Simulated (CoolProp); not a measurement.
Vapour-liquid equilibrium of benzene (1) + n-decane (2) at 55 kPa; x and y are mole fractions of (1).

Model: multi-fluid Helmholtz-energy mixture model, Thol 2012 and Lemmon 2006; pair parameters Bell 2016, in CoolProp.

```csv
x,bubble temperature (K),y at the bubble point,dew temperature at overall composition x (K),liquid density (mol/L)
0.05,410.1,0.380,423.1,4.607
0.125,392.4,0.680,420.4,4.931
0.2,379.3,0.817,417.7,5.253
0.275,369.7,0.886,414.7,5.580
0.35,362.5,0.923,411.4,5.921
0.425,356.9,0.946,407.9,6.282
0.5,352.5,0.961,404.0,6.672
0.575,348.8,0.971,399.6,7.098
0.65,345.7,0.979,394.6,7.567
0.725,343.0,0.985,388.6,8.090
0.8,340.5,0.990,381.3,8.677
0.875,338.2,0.994,371.5,9.343
0.95,336.0,0.998,355.8,10.11
```

No azeotrope shows between x = 0.05 and 0.95.

The pair parameters rest on a limited set of measurements; away from them the model extrapolates. The gap from Raoult's law changes sign with composition, which may be real or a fault of the pair parameters; it wasn't checked against measurements.
